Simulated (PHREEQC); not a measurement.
Make-up at 20 °C: 25 mmol/kgw HF, 16 mmol/kgw NaF, 0.91 mmol/kgw H4SiO4 and 0.65 mmol/kgw H2SO4. Closed to the air; pH follows from the charge balance.

Model: ion-association model, phreeqc.dat, run in PHREEQC.

Problem. The ionic strength comes out as 0.0188 mol/kgw. What activity coefficients do NaSO4-, SO4-2, SiF6-2, HF2-, F- get?

Solution. NaSO4- 0.88, SO4-2 0.59, SiF6-2 0.59, HF2- 0.87, F- 0.87.

Precipitation was switched off in this run. Complexes and solids missing from the database can't appear. SiF6-2 is the database's only silicon fluoride.
